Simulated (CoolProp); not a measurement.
Model: reference Helmholtz-energy equation of state, Wagner 2002, in CoolProp.

Problem. For water, give the phase and the cp (kJ/(kg K)), speed of sound (m/s), expansivity (1/kK), conductivity (mW/(m K)) at 38.55 °C and 100000 kPa; 54.95 °C and 100000 kPa.

Solution. 
- 38.55 °C and 100000 kPa: liquid; cp 4.00, speed of sound 1690, expansivity 0.410, conductivity 673
- 54.95 °C and 100000 kPa: liquid; cp 4.01, speed of sound 1720, expansivity 0.475, conductivity 693

Thermal conductivity comes from a separate model (Huber 2012).
